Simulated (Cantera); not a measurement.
Cantera run:

```python
import numpy as np
import cantera as ct

gas_names = """
    CL CLO CL2 H HCL HNO HNO2 HNO3 HOCL HO2 H2 H2O H2O2 N NH NH2 NH3 NH2OH NO NO2 NO3 N2 N2H2 N2H4 N2O O
    OH O2 O3 Si SiCL SiCL2 SiCL3 SiCL4 SiH SiHCL3 SiH2 SiH2CL2 SiH3 SiH3CL SiH4 SiN SiO SiO2 Si2 Si2N
    Si3
""".split()
cond_names = """
    H2O(s) H2O(L) NH4CL(a) NH4CL(b) Si(cr) Si(L) SiO2(Lqz) SiO2(hqz) SiO2(L) Si2N2O(s) Si3N4(a)
""".split()


def load(file, names, dense=False):
    # The tables refer to 1 bar. Condensed volumes are neglected.
    table = {s.name: s for s in ct.Species.list_from_file(file)}
    out = []
    for n in names:
        d = dict(table[n].input_data)
        d["thermo"] = dict(d["thermo"], **{"reference-pressure": 1e5})
        if dense:
            d["equation-of-state"] = {"model": "constant-volume", "density": "1e6 g/cm^3"}
        out.append(ct.Species.from_dict(d))
    return out


gas = ct.Solution(thermo="ideal-gas", species=load("nasa_gas.yaml", gas_names))
cond = {s.name: ct.Solution(thermo="fixed-stoichiometry", species=[s], name=s.name)
        for s in load("nasa_condensed.yaml", cond_names, dense=True)}
atoms = {
    'SiCl4': {'Si': 1, 'CL': 4},
    'H2O': {'H': 2, 'O': 1},
    'N2': {'N': 2},
}
top_T = {'Si2N2O(s)': 2100, 'Si3N4(a)': 2400}  # K; cautious upper limits of use, not melting points


def equilibrate(T, P, feed):
    n = {}
    for name, mol in feed.items():
        for a, k in atoms[name].items():
            n[a] = n.get(a, 0.0) + k * mol
    gas.TPX = T, P, n
    mass = sum(n.values()) * gas.mean_molecular_weight
    gas.equilibrate("TP")
    valid = [c for c in cond.values() if c.min_temp <= T <= top_T.get(c.name, c.max_temp)]
    mix = ct.Mixture([(gas, mass / gas.mean_molecular_weight)] + [(c, 0.0) for c in valid])
    mix.T, mix.P = T, P
    mix.equilibrate("TP", solver="vcs", rtol=1e-11, max_steps=5000)
    return mix


results = []
feed = {'SiCl4': 1, 'H2O': 1.6, 'N2': 63}  # mol
T = 748  # K
P = 44  # Pa
mix = equilibrate(T, P, feed)
results.append((T, P, feed, dict(zip(mix.species_names, mix.species_moles))))
print(gas.report(threshold=0.001))
for i in range(1, mix.n_phases):
    print(f"{mix.phase(i).name:16s} {mix.phase_moles(i):12.5e} mol")
```

Output:

```
       temperature   748 K
          pressure   44 Pa
           density   0.0002041 kg/m^3
  mean mol. weight   28.848 kg/kmol
   phase of matter   gas

                          1 kg             1 kmol
                     ---------------   ---------------
          enthalpy        2.4481e+05        7.0622e+06  J
   internal energy             29221        8.4299e+05  J
           entropy            9890.5        2.8532e+05  J/K
    Gibbs function       -7.1533e+06       -2.0636e+08  J
 heat capacity c_p            1082.8             31237  J/K
 heat capacity c_v            794.59             22923  J/K

                      mass frac. Y      mole frac. X     chem. pot. / RT
                     ---------------   ---------------   ---------------
               HCL          0.060905          0.048193           -49.203
                N2           0.92136            0.9488           -31.953
             SiCL4          0.017738          0.003012           -163.61
     [  +44 minor]        2.0712e-08        2.0328e-08

NH4CL(b)          0.00000e+00 mol
Si(cr)            0.00000e+00 mol
SiO2(Lqz)         8.00000e-01 mol
Si2N2O(s)         0.00000e+00 mol
Si3N4(a)          0.00000e+00 mol
```

These are equilibrium values from Cantera (NASA tables, ideal gas, pure condensed phases), not measurements of a reactor.
